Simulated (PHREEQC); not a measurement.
**Metal-bearing waste water**

Make-up at 25 °C: 0.0012 mol FeCl3, 0.01 mol MgSO4, 0.053 mol H2SO4 and 0.00075 mol NaCl per kg of water. Closed to the air; pH follows from the charge balance.

All values are PHREEQC results (ion-association model, wateq4f.dat), not measurements.

Each row changes one thing in this solution. No solid was allowed to form.

| case | pH | ionic strength (mol/kgw) | HSO4- (mol/kgw) | SO4-2 (mol/kgw) | Mg+2 (mol/kgw) | MgSO4 (mol/kgw) | SI of Goethite (FeOOH) | SI of Hematite (Fe2O3) |
|---|---|---|---|---|---|---|---|---|
| as made | 1.27 | 0.103 | 0.0413 | 0.0168 | 0.00636 | 0.00364 | -0.22 | +1.58 |
| H2SO4 replaced by ZnSO4 at the same molality | 3.56 | 0.134 | 0.000324 | 0.0271 | 0.00559 | 0.00441 | +6.31 | +14.63 |
| 0.021 mol/kgw Fe2(SO4)3 added | 1.38 | 0.158 | ___ | 0.0275 | 0.00582 | ___ | +1.50 | +5.00 |
| H2SO4 from 0.053 to 0.0106 mol/kgw | 1.90 | 0.0462 | 0.00656 | ___ | 0.00662 | 0.00338 | +1.92 | +5.85 |

Q: Complete the blanks.

A: 
- 0.021 mol/kgw Fe2(SO4)3 added, HSO4- (mol/kgw): 0.0474
- 0.021 mol/kgw Fe2(SO4)3 added, MgSO4 (mol/kgw): 0.00418
- H2SO4 from 0.053 to 0.0106 mol/kgw, SO4-2 (mol/kgw): 0.00944

Some of these states are supersaturated (in Hematite (slow to form), Jarosite-Na, Fe(OH)3(a), for instance).
